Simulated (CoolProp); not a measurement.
Vapour-liquid equilibrium of carbon dioxide (1) + 1-butene (2) at -17.35 °C; x and y are mole fractions of (1).

Values from CoolProp's multi-fluid Helmholtz-energy mixture model, Span 1996 and Lemmon 2005; pair parameters Bell 2016.

Give the bubble pressure and the first vapour's composition at x = 0.05, 0.425, 0.5. Is there an azeotrope?

x = 0.05: 0.1913 MPa, y = 0.667; x = 0.425: 1.105 MPa, y = 0.951; x = 0.5: 1.242 MPa, y = 0.959. No azeotrope shows between x = 0.05 and 0.95.

Pair parameters are fitted to limited data, so mixtures are less certain than the pure fluids. The gap from Raoult's law changes sign with composition, which may be real or a fault of the pair parameters; it wasn't checked against measurements.
